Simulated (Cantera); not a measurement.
An adiabatic, constant-pressure homogeneous reactor starts with C2H4 : O2 : N2 : H2O = 1 : 8.33 : 31.3 : 5.9 (molar parts), at 1250 K and 4.24 atm.

Cantera simulation using GRI-Mech 3.0 (53 species, 325 reactions); the numbers are that mechanism's predictions, not measurements. GRI-Mech 3.0 was tuned for natural gas; its chemistry of ethylene as a main component is partial and can be far from experiment.

Q: Predict: time of steepest temperature rise; temperature at 9.00 s; equilibrium temperature; x(O2) at 9.00 s; x(H2O) at 9.00 s; x(O) at 9.00 s; x(N2O) at 9.00 s.

A: 
| Item | Result |
|---|---|
| time of steepest temperature rise | 0.274 ms |
| temperature at 9.00 s | 1971 K |
| equilibrium temperature | 1971 K |
| x(O2) at 9.00 s | 0.112 (gas-phase equilibrium 0.112) |
| x(H2O) at 9.00 s | 0.169 (gas-phase equilibrium 0.169) |
| x(O) at 9.00 s | 8.64e-5 (gas-phase equilibrium 8.63e-5) |
| x(N2O) at 9.00 s | 5.14e-7 (gas-phase equilibrium 5.14e-7) |
